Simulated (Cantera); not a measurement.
A perfectly stirred reactor is fed with 1.28 % H₂, 98.7 % O₂, equivalence ratio 0.0065, at 1800 Pa; it is held at 923 K, and followed from long to short residence time.

Model: the H2/O2 subset of GRI-Mech 3.0, which has no nitrogen chemistry, integrated in Cantera. Radical loss at walls, strong at low pressure, is not modelled. Below about 950 K walls govern HO2 and H2O2 in real vessels.

One state of this run: x H₂ = 0.000397; x O₂ = 0.987; x H₂O = 0.0124; x H₂O₂ = 6.34e-8; x O = 0.000424. x: mole fraction; the columns are a selection and need not sum to one.

### Question
Which value of τ (s) does it belong to?
A. 0.25
B. 0.81
C. 0.024
D. 8.3

### Answer
B, 0.81
